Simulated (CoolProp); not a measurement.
Vapour-liquid equilibrium of n-heptane (1) + p-xylene (2) at 113.15 °C; x and y are mole fractions of (1).

Values from CoolProp's multi-fluid Helmholtz-energy mixture model, Span 2003 and Zhou 2012; pair parameters Bell 2016.

| x | bubble pressure (MPa) | y at the bubble point | dew pressure at overall composition x (MPa) | liquid density (mol/L) |
|---|---|---|---|---|
| 0.05 | 0.05618 | 0.166 | 0.05103 | 7.247 |
| 0.15 | 0.06918 | 0.386 | 0.05542 | 7.099 |
| 0.25 | 0.08093 | 0.528 | 0.06058 | 6.955 |
| 0.35 | 0.09174 | 0.631 | 0.06671 | 6.815 |
| 0.45 | 0.1019 | 0.711 | 0.07409 | 6.678 |
| 0.55 | 0.1116 | 0.777 | 0.08305 | 6.545 |
| 0.65 | 0.1209 | 0.834 | 0.09402 | 6.415 |
| 0.75 | 0.1302 | 0.886 | 0.1074 | 6.289 |
| 0.85 | 0.1394 | 0.933 | 0.1237 | 6.166 |
| 0.95 | 0.1487 | 0.978 | 0.1428 | 6.046 |

No azeotrope shows between x = 0.05 and 0.95.

Pair parameters are fitted to limited data, so mixtures are less certain than the pure fluids.
